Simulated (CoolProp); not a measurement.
The fluid at 233.51 K and 8.37 MPa (stagnation) flows isentropically through a choked orifice. The same conditions are run with several fluids, on thermodynamics alone (safety and materials aside).

Values from CoolProp's reference Helmholtz-energy equation of state of each fluid (fluorine: de Reuck 1990; methane: Setzmann 1991; normal hydrogen: Leachman 2009; CF4 (R14): Platzer 1990; oxygen: Schmidt 1985). The equations of Platzer and Polt are older, rougher fits.

```json
[
 {"fluid": "fluorine", "throat to inlet pressure ratio": "0.522", "mass flux (kg/(m² s))": "27100", "throat temperature (K)": "193.3"},
 {"fluid": "methane", "throat to inlet pressure ratio": "0.530", "mass flux (kg/(m² s))": "21300", "throat temperature (K)": "197.4"},
 {"fluid": "normal hydrogen", "throat to inlet pressure ratio": "0.510", "mass flux (kg/(m² s))": "5840", "throat temperature (K)": "190.3"},
 {"fluid": "CF4 (R14)", "throat to inlet pressure ratio": "0.384", "mass flux (kg/(m² s))": "96100", "throat temperature (K)": "222.2"},
 {"fluid": "oxygen", "throat to inlet pressure ratio": "0.518", "mass flux (kg/(m² s))": "25700", "throat temperature (K)": "191.4"}
]
```
